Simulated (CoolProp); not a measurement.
Vapour-liquid equilibrium of propylene (1) + R142b (2) at 0.0209 MPa; x and y are mole fractions of (1).

The numbers come from the multi-fluid Helmholtz-energy mixture model, Lemmon 2013 and Lemmon 2006; pair parameters Bell 2016 in CoolProp.

```csv
x,"bubble temperature, mixture model (K)","bubble temperature, Raoult's law (K)","y, mixture model","y, Raoult's law"
0.05,225.4,226.5,0.298,0.254
0.125,219.0,221.3,0.560,0.497
0.2,214.2,217.0,0.703,0.648
0.275,210.5,213.5,0.788,0.746
0.35,207.7,210.6,0.842,0.814
0.425,205.4,208.0,0.879,0.862
0.5,203.6,205.8,0.905,0.898
0.575,202.1,203.9,0.925,0.925
0.65,200.8,202.2,0.941,0.945
0.725,199.7,200.6,0.955,0.962
0.8,198.6,199.2,0.967,0.975
0.875,197.6,197.9,0.979,0.986
0.95,196.6,196.7,0.991,0.995
```

The largest gap from Raoult's law is -3.0 K in bubble temperature, at x = 0.275. No azeotrope shows between x = 0.05 and 0.95.

The pair parameters rest on a limited set of measurements; away from them the model extrapolates.
